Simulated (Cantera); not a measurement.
A Cantera script and its output.

```python
import numpy as np
import cantera as ct

gas = ct.Solution("gri30.yaml")
gas.TPX = 500, 230000, {'CH4': 1, 'O2': 2.44, 'N2': 9.17}
flame = ct.FreeFlame(gas, width=0.022)
flame.set_refine_criteria(ratio=3, slope=0.08, curve=0.16)
flame.transport_model = "mixture-averaged"
flame.solve(loglevel=0, auto=True)
z, T = flame.grid, flame.T
thick = (T[-1] - T[0]) / np.gradient(T, z).max()
show = ['CH4', 'O2', 'NO2', 'CH2O', 'CH3', 'C2H']
print(f"laminar burning velocity  {flame.velocity[0] * 100:.3f} cm/s")
print(f"burnt temperature         {T[-1]:.1f} K")
print(f"thermal thickness         {thick * 1e3:.4f} mm")
print(f"grid points               {len(z)}")
z0 = z[flame.heat_release_rate.argmax()]
print(f"{'z/mm':>9s}{'T/K':>9s}{'u/(m/s)':>9s}" + "".join(f"{s:>11s}" for s in show))
rows = []
for k in (-3, -2, -1.5, -1, -0.5, -0.25, 0, 0.25, 0.5, 1, 2, 4, 8):
    zz = z0 + k * thick
    rows.append([k * thick, np.interp(zz, z, T), np.interp(zz, z, flame.velocity),
                 *(np.interp(zz, z, flame.X[gas.species_index(s)]) for s in show)])
    print(f"{rows[-1][0] * 1e3:9.3f}{rows[-1][1]:9.1f}{rows[-1][2]:9.3f}" + "".join(f"{x:11.3e}" for x in rows[-1][3:]))
```

Output:

```
laminar burning velocity  55.274 cm/s
burnt temperature         2168.9 K
thermal thickness         0.2178 mm
grid points               145
     z/mm      T/K  u/(m/s)        CH4         O2        NO2       CH2O        CH3        C2H
   -0.653    500.4    0.553  7.922e-02  1.934e-01  2.873e-10  2.000e-07  8.782e-09  3.646e-26
   -0.436    503.6    0.558  7.891e-02  1.930e-01  3.614e-09  2.791e-06  8.086e-08  3.023e-23
   -0.327    515.0    0.571  7.805e-02  1.920e-01  1.861e-08  1.575e-05  3.488e-07  2.475e-21
   -0.218    588.0    0.655  7.339e-02  1.864e-01  1.310e-07  1.411e-04  3.067e-06  5.968e-18
   -0.109    969.1    1.089  5.058e-02  1.538e-01  2.681e-07  9.313e-04  1.431e-04  1.693e-12
   -0.054   1351.2    1.527  2.717e-02  1.165e-01  8.742e-08  1.108e-03  8.867e-04  8.482e-10
    0.000   1717.0    1.946  5.689e-03  7.442e-02  1.630e-08  5.334e-04  1.012e-03  4.994e-08
    0.054   1870.3    2.113  2.813e-04  5.253e-02  8.081e-09  5.382e-05  8.127e-05  1.867e-08
    0.109   1932.6    2.173  7.678e-06  4.568e-02  9.450e-09  1.796e-06  2.538e-06  4.638e-10
    0.218   2008.4    2.246  8.577e-09  4.114e-02  1.248e-08  2.407e-09  3.455e-09  2.209e-13
    0.436   2081.9    2.319  9.970e-14  3.818e-02  1.845e-08  1.370e-11  5.463e-14  9.073e-19
    0.871   2134.1    2.370  3.331e-17  3.638e-02  2.699e-08  4.003e-12  1.302e-16  4.721e-23
    1.742   2160.2    2.395  1.956e-18  3.555e-02  3.381e-08  1.222e-12  5.907e-18  1.185e-24
```

Computed with Cantera and GRI-Mech 3.0 (53 species, 325 reactions). Burning velocities carry a grid error of a few per cent, more on coarse grids.
